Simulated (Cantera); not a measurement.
## Aluminium nitride and oxide growth: Al + NH3 + H2

Charge: 1 mol Al, a varied amount of NH3, 140 mol H2, at 1175 K and 44.0 Pa.

These are equilibrium values from Cantera (NASA tables, ideal gas, pure condensed phases), not measurements of a reactor. Candidate condensed phases: Al, AlN; 13 gas species. Mutual solubility and eutectic melting of coexisting phases are not modelled. Rates play no part.

```csv
n(NH3) (mol),x H2,x N2,x Al,x H,x AlH,x NH3,n Al(l),n AlN(s)
0.63,1.000,<1e-12,3.11e-5,5.84e-6,3.96e-6,<1e-12,0.365,0.630
0.87,1.000,<1e-12,3.11e-5,5.84e-6,3.96e-6,<1e-12,0.125,0.870
1.2,0.999,0.000705,1.76e-10,5.84e-6,2.24e-11,2.51e-9,0,1.00
1.6,0.998,0.00210,1.02e-10,5.84e-6,1.30e-11,4.33e-9,0,1.00
2.2,0.996,0.00417,7.25e-11,5.83e-6,9.21e-12,6.08e-9,0,1.00
3.1,0.993,0.00721,5.51e-11,5.82e-6,6.99e-12,7.96e-9,0,1.00
4.2,0.989,0.0108,4.50e-11,5.81e-6,5.70e-12,9.70e-9,0,1.00
5.8,0.984,0.0159,3.71e-11,5.80e-6,4.69e-12,1.17e-8,0,1.00
8,0.977,0.0225,3.12e-11,5.78e-6,3.93e-12,1.37e-8,0,1.00
11,0.969,0.0310,2.66e-11,5.75e-6,3.33e-12,1.59e-8,0,1.00
15,0.959,0.0413,2.30e-11,5.72e-6,2.87e-12,1.81e-8,0,1.00
21,0.945,0.0551,1.99e-11,5.68e-6,2.47e-12,2.04e-8,0,1.00
```
x: gas mole fraction; n: condensed amount in mol.

From 0.63 mol NH3 to 0.87 mol NH3 the condensed part is Al(l) + AlN(s). From 1.2 mol NH3 to 21 mol NH3 the condensed part is AlN(s).
